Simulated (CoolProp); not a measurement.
Saturation properties of cis-2-butene (Tc = 162.6 °C, pc = 4.236 MPa, ω = 0.202).

Values from CoolProp's reference Helmholtz-energy equation of state, Lemmon 2005. It is a short technical equation, of lower accuracy than the large ones.

| T (°C) | p (MPa) | liquid density (kg/m³) | vapour density (kg/m³) | enthalpy of vaporisation (kJ/kg) |
|---|---|---|---|---|
| -37.35 | 0.01529 | 684.7 | 0.4426 | 452.0 |
| -30.05 | 0.02261 | 677.0 | 0.6369 | 445.5 |
| -22.75 | 0.03255 | 669.2 | 0.8940 | 438.9 |
| -15.45 | 0.04574 | 661.3 | 1.227 | 432.3 |
| -8.15 | 0.06290 | 653.3 | 1.651 | 425.5 |
| -0.85 | 0.08481 | 645.2 | 2.181 | 418.6 |
| 6.45 | 0.1123 | 637.0 | 2.834 | 411.5 |
| 13.75 | 0.1463 | 628.6 | 3.631 | 404.2 |
| 21.15 | 0.1884 | 620.0 | 4.605 | 396.6 |
| 28.45 | 0.2385 | 611.3 | 5.752 | 388.9 |
| 35.75 | 0.2981 | 602.4 | 7.111 | 380.8 |
| 43.05 | 0.3683 | 593.3 | 8.706 | 372.5 |

It boils at 3.7 °C under 1 atm.
